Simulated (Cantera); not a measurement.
Equilibrium for thermal oxidation and active oxidation of silicon: Si + N₂O + N₂ + CO₂

Input: 1 mol Si, 0.016 mol N₂O, 1.2 mol N₂, 0.012 mol CO₂, held at 1727 °C and 1.00 bar.

Cantera equilibrium calculation (NASA polynomials, part measured and part estimated; ideal gas, pure solids and liquids). Candidate condensed phases: C, Si, SiC, SiO₂, Si₂N₂O, Si₃N₄; 34 gas species. Mutual solubility and eutectic melting of coexisting phases are not modelled. The numbers say what is thermodynamically allowed, not how fast it happens.

```
Quantity                                      Value
--------------------------------------  -----------
x(N₂)                                         0.986
x(CO)                                        0.0107
x(SiO)                                      0.00305
x(Si)                                       1.32e-5
x(SiN)                                      3.41e-6
x(Si₂N)                                     1.36e-6
n(SiC(s))                               0.00585 mol
n(Si₂N₂O(s))                             0.0321 mol
n(Si₃N₄(s))                               0.309 mol
gas amount                               0.5730 mol
log10 activity of Si(l) (absent)              -0.52
log10 activity of C(graphite) (absent)        -0.74
```
